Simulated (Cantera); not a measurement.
# Equilibrium for silicon etching in halogen gases: Si + HBr + N₂

A closed system holds: 1 mol Si, 15 mol HBr, 4.4 mol N₂, held at 48.0 mbar.

Method: chemical equilibrium by Gibbs-energy minimisation in Cantera with the NASA 1993 tables (ideal gas, pure condensed phases). Candidate condensed phases: Br₂, Si, Si₃N₄; 28 gas species. The tables' values for SiBr₃ are old estimates; treat these amounts as uncertain. Rates play no part.

From 1250 K to 1450 K nothing is condensed. The main Si-bearing gas is SiBr₄ throughout.

```tsv
T (K)	log p HBr	log p N₂	log p H₂	log p SiBr₄	log p SiBr₂	log p Br
1250	-1.54	-1.94	-2.29	-2.60	-4.45	-4.22
1275	-1.54	-1.94	-2.29	-2.61	-4.23	-4.09
1300	-1.54	-1.94	-2.29	-2.62	-4.03	-3.97
1325	-1.54	-1.94	-2.30	-2.63	-3.84	-3.85
1350	-1.54	-1.94	-2.30	-2.65	-3.67	-3.74
1375	-1.54	-1.94	-2.31	-2.68	-3.51	-3.62
1400	-1.54	-1.95	-2.32	-2.71	-3.37	-3.51
1425	-1.54	-1.95	-2.33	-2.75	-3.25	-3.40
1450	-1.53	-1.95	-2.35	-2.80	-3.14	-3.30
```
log p: log10 of the partial pressure in bar; nothing condenses.
